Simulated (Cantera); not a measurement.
A perfectly stirred reactor is fed with NO : N2 = 1 : 0.27 (molar parts), at 1.00 bar; it is held at 1950 K, and followed from long to short residence time.

Model: GRI-Mech 3.0 (53 species, 325 reactions), integrated in Cantera.

Q: What does this change do: N2 0.27 to 0.11 parts?

A: 
```
quantity                 before     after
---------------------  --------  --------
x(NO) at τ = 1.50 s       0.321     0.351
x(NO2) at τ = 1.50 s   0.000637  0.000755
x(N2O) at τ = 1.50 s    4.34e-5   5.12e-5
x(O) at τ = 1.50 s     0.000222  0.000241
x(O2) at τ = 1.50 s       0.232     0.274
x(NO) at τ = 11.0 ms      0.776     0.886
x(NO2) at τ = 11.0 ms  0.000394  0.000491
x(N2O) at τ = 11.0 ms  0.000261  0.000339
x(O) at τ = 11.0 ms     6.29e-5   6.88e-5
x(O2) at τ = 11.0 ms    0.00549   0.00713
```

Q: What does this change do: pressure from 1.00 bar to 1.50 bar?

A: 
```csv
quantity,before,after
x(NO) at τ = 1.50 s,0.321,0.277
x(NO2) at τ = 1.50 s,0.000637,0.000703
x(N2O) at τ = 1.50 s,4.34e-5,3.35e-5
x(O) at τ = 1.50 s,0.000222,0.000189
x(O2) at τ = 1.50 s,0.232,0.255
x(NO) at τ = 11.0 ms,0.776,0.770
x(NO2) at τ = 11.0 ms,0.000394,0.000524
x(N2O) at τ = 11.0 ms,0.000261,0.000268
x(O) at τ = 11.0 ms,6.29e-5,5.46e-5
x(O2) at τ = 11.0 ms,0.00549,0.00812
```

Q: What does this change do: pressure from 1.00 bar to 0.0370 bar?

A: 
```csv
quantity,before,after
x(NO) at τ = 1.50 s,0.321,0.694
x(NO2) at τ = 1.50 s,0.000637,0.000115
x(N2O) at τ = 1.50 s,4.34e-5,0.000162
x(O) at τ = 1.50 s,0.000222,0.000614
x(O2) at τ = 1.50 s,0.232,0.0461
x(NO) at τ = 11.0 ms,0.776,0.787
x(NO2) at τ = 11.0 ms,0.000394,2.63e-5
x(N2O) at τ = 11.0 ms,0.000261,0.000113
x(O) at τ = 11.0 ms,6.29e-5,0.000163
x(O2) at τ = 11.0 ms,0.00549,0.000109
```
Radical loss at walls, strong at low pressure, is not modelled.
